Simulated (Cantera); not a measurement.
# Thermodynamics of oxide etching and cleaning by halides, feed Al2O3 + HBr

Feed: 1 mol Al2O3, 2.6 mol HBr, equilibrated at 0.00133 bar.

Method: chemical equilibrium by Gibbs-energy minimisation in Cantera with the NASA 1993 tables (ideal gas, pure condensed phases). Candidate condensed phases: Al, AlBr3, Al2O3, Br2, H2O; 25 gas species. Kinetics and transport are ignored.

From 1223 K to 1823 K the condensed part is Al2O3(s). The main Al-bearing gas is AlBr3 at 1223 K and AlBr at 1823 K.

```json
[
 {"T (K)": "1223", "log p HBr": "-2.89", "log p Br": "-4.47", "log p H2": "-4.76", "log p H": "-8.90", "log p H2O": "-6.25", "log p AlBr": "-12.73", "n Al2O3(s)": "1.000"},
 {"T (K)": "1273", "log p HBr": "-2.90", "log p Br": "-4.31", "log p H2": "-4.60", "log p H": "-8.45", "log p H2O": "-6.15", "log p AlBr": "-11.88", "n Al2O3(s)": "1.000"},
 {"T (K)": "1323", "log p HBr": "-2.91", "log p Br": "-4.15", "log p H2": "-4.45", "log p H": "-8.02", "log p H2O": "-6.07", "log p AlBr": "-11.09", "n Al2O3(s)": "0.999"},
 {"T (K)": "1373", "log p HBr": "-2.93", "log p Br": "-4.02", "log p H2": "-4.31", "log p H": "-7.63", "log p H2O": "-5.99", "log p AlBr": "-10.36", "n Al2O3(s)": "0.999"},
 {"T (K)": "1423", "log p HBr": "-2.94", "log p Br": "-3.89", "log p H2": "-4.19", "log p H": "-7.27", "log p H2O": "-5.93", "log p AlBr": "-9.68", "n Al2O3(s)": "0.999"},
 {"T (K)": "1473", "log p HBr": "-2.97", "log p Br": "-3.78", "log p H2": "-4.08", "log p H": "-6.94", "log p H2O": "-5.87", "log p AlBr": "-9.04", "n Al2O3(s)": "0.999"},
 {"T (K)": "1523", "log p HBr": "-2.99", "log p Br": "-3.68", "log p H2": "-3.98", "log p H": "-6.62", "log p H2O": "-5.83", "log p AlBr": "-8.45", "n Al2O3(s)": "0.999"},
 {"T (K)": "1573", "log p HBr": "-3.03", "log p Br": "-3.59", "log p H2": "-3.89", "log p H": "-6.33", "log p H2O": "-5.80", "log p AlBr": "-7.90", "n Al2O3(s)": "0.999"},
 {"T (K)": "1623", "log p HBr": "-3.06", "log p Br": "-3.51", "log p H2": "-3.81", "log p H": "-6.06", "log p H2O": "-5.78", "log p AlBr": "-7.38", "n Al2O3(s)": "0.999"},
 {"T (K)": "1673", "log p HBr": "-3.11", "log p Br": "-3.44", "log p H2": "-3.74", "log p H": "-5.81", "log p H2O": "-5.76", "log p AlBr": "-6.91", "n Al2O3(s)": "0.999"},
 {"T (K)": "1723", "log p HBr": "-3.16", "log p Br": "-3.37", "log p H2": "-3.68", "log p H": "-5.58", "log p H2O": "-5.73", "log p AlBr": "-6.49", "n Al2O3(s)": "0.999"},
 {"T (K)": "1773", "log p HBr": "-3.21", "log p Br": "-3.32", "log p H2": "-3.63", "log p H": "-5.36", "log p H2O": "-5.67", "log p AlBr": "-6.16", "n Al2O3(s)": "0.998"},
 {"T (K)": "1823", "log p HBr": "-3.27", "log p Br": "-3.28", "log p H2": "-3.59", "log p H": "-5.16", "log p H2O": "-5.59", "log p AlBr": "-5.90", "n Al2O3(s)": "0.998"}
]
```
log p: log10 of the partial pressure in bar; n: condensed amount in mol.
